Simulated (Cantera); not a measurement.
Input: 1 mol SiH2Cl2, 15 mol N2, at 0.405 Torr.

Cantera equilibrium calculation (NASA polynomials, part measured and part estimated; ideal gas, pure solids and liquids). Candidate condensed phases: NH4Cl, Si, Si3N4; 28 gas species. N2 is the only nitrogen source here; it is nearly inert below about 1500 K, so the nitride shown seldom forms there in practice. The tables' values for SiCl, SiCl3, SiN are old estimates; treat these amounts as uncertain. Kinetics and transport are ignored.

x: gas mole fraction; n: condensed amount in mol.

```csv
T (K),x N2,x HCl,x H2,x SiCl2,x Si,x Cl,x H,n Si3N4(s),n Si(l)
998,0.885,0.0916,0.0156,9.03e-6,<1e-12,6.33e-8,1.16e-8,0.291,0
1098,0.884,0.0938,0.0145,0.000187,<1e-12,7.44e-7,1.28e-7,0.293,0
1198,0.883,0.0938,0.0143,0.00212,3.50e-12,5.56e-6,9.79e-7,0.287,0
1298,0.881,0.0861,0.0177,0.0111,7.48e-10,2.52e-5,6.14e-6,…,0
1398,0.880,0.0665,0.0269,0.0247,7.36e-8,6.80e-5,3.34e-5,…,0
1498,0.881,0.0449,0.0372,0.0364,3.89e-6,0.000139,0.000143,…,0
1598,0.881,0.0285,0.0449,0.0446,0.000124,0.000244,0.000485,…,0
1698,0.880,0.0242,0.0459,0.0459,0.00122,0.000547,0.00133,0,0.185
1798,0.875,0.0251,0.0441,0.0443,0.00571,0.00139,0.00318,0,0.112
1898,0.863,0.0296,0.0394,0.0395,0.0149,0.00379,0.00667,0,0
1998,0.851,0.0378,0.0317,0.0307,0.0223,0.0109,0.0123,0,0
2098,0.832,0.0415,0.0243,0.0198,0.0316,0.0260,0.0207,0,0
```

Task: Fill in the missing entries.

Result: 
- 1298, n Si3N4(s): 0.252
- 1398, n Si3N4(s): 0.189
- 1498, n Si3N4(s): 0.127
- 1598, n Si3N4(s): 0.0801
